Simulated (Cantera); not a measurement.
An isothermal, constant-pressure homogeneous reactor starts with CO : O₂ : H₂O : N₂ = 0.0012 : 0.07 : 0.032 : 1 (molar parts), equivalence ratio 0.0086, at 875 K and 1.00 atm. Integrator tolerance rtol = 1e-08.

Cantera simulation using GRI-Mech 3.0 (53 species, 325 reactions); the numbers are that mechanism's predictions, not measurements.

Question: What does this change do: temperature 875 to 1400 K?

Answer: 
```csv
quantity,before,after
x(CO) at 100 s,0.000327 (gas-phase equilibrium <1e-12),4.25e-9 (gas-phase equilibrium 4.26e-9)
x(O₂) at 100 s,0.0631 (gas-phase equilibrium 0.0629),0.0629 (gas-phase equilibrium 0.0627)
x(H₂O) at 100 s,0.0290 (gas-phase equilibrium 0.0290),0.0290 (gas-phase equilibrium 0.0290)
x(N₂O) at 100 s,1.03e-8 (gas-phase equilibrium 3.96e-10),2.93e-8 (gas-phase equilibrium 2.93e-8)
x(NO) at 100 s,<1e-12 (gas-phase equilibrium 3.84e-6),1.68e-7 (gas-phase equilibrium 0.000427)
x(CO₂) at 100 s,0.000761 (gas-phase equilibrium 0.00109),0.00109 (gas-phase equilibrium 0.00109)
```

Question: What does this change do: temperature 875 to 923 K?

Answer: 
```csv
quantity,before,after
x(CO) at 100 s,0.000327 (gas-phase equilibrium <1e-12),5.17e-5 (gas-phase equilibrium <1e-12)
x(O₂) at 100 s,0.0631 (gas-phase equilibrium 0.0629),0.0630 (gas-phase equilibrium 0.0629)
x(H₂O) at 100 s,0.0290 (gas-phase equilibrium 0.0290),0.0290 (gas-phase equilibrium 0.0290)
x(N₂O) at 100 s,1.03e-8 (gas-phase equilibrium 3.96e-10),2.31e-8 (gas-phase equilibrium 7.14e-10)
x(NO) at 100 s,<1e-12 (gas-phase equilibrium 3.84e-6),<1e-12 (gas-phase equilibrium 7.39e-6)
x(CO₂) at 100 s,0.000761 (gas-phase equilibrium 0.00109),0.00104 (gas-phase equilibrium 0.00109)
```
